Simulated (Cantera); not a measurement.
Input (Python, Cantera) and output of one run.

```python
import numpy as np
import cantera as ct

gas_names = """
    CL CLO CL2 Mg MgCL MgCL2 MgO Mg2 O O2 O3 Ti TiCL TiCL2 TiCL3 TiCL4 TiO TiOCL TiOCL2 TiO2
""".split()
cond_names = """
    Mg(cr) Mg(L) MgCL2(s) MgCL2(L) MgO(s) MgO(L) MgTiO3(s) MgTiO3(L) MgTi2O5(s) MgTi2O5(L) Mg2TiO4(s)
    Mg2TiO4(L) Ti(a) Ti(b) Ti(L) TiCL2(s) TiCL3(s) TiCL4(L) TiO(a) TiO(b) TiO(L) TiO2(ru) TiO2(L)
    Ti2O3(a) Ti2O3(b) Ti2O3(L) Ti3O5(a) Ti3O5(b) Ti3O5(L) Ti4O7(s) Ti4O7(L)
""".split()


# ... load() reads the species with a 1 bar reference pressure and builds the phases ...
atoms = {
    'TiO2': {'Ti': 1, 'O': 2},
    'MgO': {'Mg': 1, 'O': 1},
    'O2': {'O': 2},
    'MgCl2': {'Mg': 1, 'CL': 2},
}
top_T = {'TiCL2(s)': 1300, 'TiCL3(s)': 1000}  # K; cautious upper limits of use, not melting points


# ... equilibrate(T, P, feed) seeds the gas with the atoms and calls Mixture.equilibrate('TP', solver="gibbs", rtol=1e-10, max_steps=50000) ...
results = []
T = 823.15  # K
P = 19  # Pa
for m in [0.13, 0.15, 0.18, 0.22, 0.26, 0.31, 0.37, 0.45, 0.53, 0.64, 0.76, 0.91]:
    feed = {'TiO2': 1, 'MgO': 0.12, 'O2': 1.2, 'MgCl2': m}  # mol
    mix = equilibrate(T, P, feed)
    results.append((T, P, feed, dict(zip(mix.species_names, mix.species_moles))))

top = {s: max(r[3][s] / sum(r[3][g] for g in gas_names) for r in results) for s in gas_names}
cols = sorted((s for s in top if top[s] > 0.0001), key=lambda s: -top[s])[:8]
seen = [c for c in cond_names if any(r[3].get(c, 0) > 1e-12 for r in results)]
print("log10 of partial pressures in bar; condensed amounts in mol")
print(f"{'n(MgCl2)':>10s}" + "".join(f"{s[:9]:>10s}" for s in cols + seen))
for T, P, feed, n in results:
    ng = sum(n[g] for g in gas_names)
    print(f"{feed['MgCl2']:10.4g}" + "".join(f"{np.log10(max(n[s] / ng * P / 1e5, 1e-99)):10.3f}" for s in cols)
          + "".join(f"{n.get(c, 0):10.4g}" for c in seen))
```

Output:

```
log10 of partial pressures in bar; condensed amounts in mol
  n(MgCl2)        O2       CL2        CL MgTiO3(s) MgTi2O5(s Mg2TiO4(s  TiO2(ru)
      0.13    -3.768    -4.710    -7.157         0      0.25         0       0.5
      0.15    -3.776    -4.651    -7.128         0      0.27         0      0.46
      0.18    -3.787    -4.577    -7.091         0       0.3         0       0.4
      0.22    -3.801    -4.497    -7.050         0      0.34         0      0.32
      0.26    -3.816    -4.431    -7.017         0      0.38         0      0.24
      0.31    -3.834    -4.362    -6.983         0      0.43         0      0.14
      0.37    -3.856    -4.295    -6.950         0      0.49         0      0.02
      0.45    -3.886    -4.222    -6.913      0.14      0.43         0         0
      0.53    -3.916    -4.163    -6.884       0.3      0.35         0         0
      0.64    -3.959    -4.097    -6.851      0.52      0.24         0         0
      0.76    -4.006    -4.040    -6.822      0.76      0.12         0         0
      0.91    -4.068    -3.982    -6.793      0.97         0   0.02998         0
```

Cantera equilibrium calculation (NASA polynomials, part measured and part estimated; ideal gas, pure solids and liquids). Condensed phases not in the tables: TiOCl, alloys, solid solutions and most ternary compounds.
